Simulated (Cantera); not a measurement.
Charge: 1 mol LiCl, 26 mol H2, 0.75 mol HCl, at 800 K and 0.825 Torr.

These are equilibrium values from Cantera (NASA tables, ideal gas, pure condensed phases), not measurements of a reactor. Candidate condensed phases: Li, LiCl, LiH; 11 gas species. Rates play no part.

Base state: H2 0.970, HCl 0.0280, Li2Cl2 0.00130, LiCl 0.000616, Li3Cl3 0.000114 (mole fractions); condensed: LiCl(s).

### Question
What changes in the equilibrium state with this change: temperature from 800 K to 2100 K?

### Answer
| species | before | after |
|---|---|---|
| H2 | 0.970 | 0.850 |
| H | <1e-9 | 0.0866 |
| LiCl | 0.000616 | 0.0314 |
| HCl | 0.0280 | 0.0267 |
| Li | <1e-9 | 0.00294 |
| Cl | <1e-9 | 0.00200 |
| LiCl(s), mol | 0.905 | 0 |

### Question
What changes in the equilibrium state with this change: temperature from 800 K to 1375 K?

### Answer
| species | before | after |
|---|---|---|
| H2 | 0.970 | 0.937 |
| LiCl | 0.000616 | 0.0360 |
| HCl | 0.0280 | 0.0270 |
| Li2Cl2 | 0.00130 | 1.37e-5 |
| Li3Cl3 | 0.000114 | <1e-9 |
| H | <1e-9 | 1.00e-4 |
| LiCl(s), mol | 0.905 | 0 |
